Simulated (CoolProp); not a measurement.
A simple Rankine cycle with R114: condensing at 293.15 K, boiler at 2.6 MPa, turbine inlet 499 K, turbine efficiency 0.9, pump efficiency 0.8, no recuperator. Each further row changes one setting.

Model: reference Helmholtz-energy equation of state, Platzer 1990, in CoolProp. This equation is an older, rougher fit; its heat capacities, sound speeds and derivatives of the liquid may be far off and weren't checked against measurements.

```tsv
case	thermal efficiency (%)	net work (kJ/kg)	heat in (kJ/kg)	turbine exit temperature (K)	volume ratio over the turbine
as stated	17.1	47.4	277	424.1	14.1
condensing temperature 285.15 K	18.3	52.3	285	417.7	18.4
boiler pressure 1.82 MPa	15.2	42.9	283	436.1	9.63
turbine efficiency 0.8	15.1	41.9	277	430.8	14.4
```
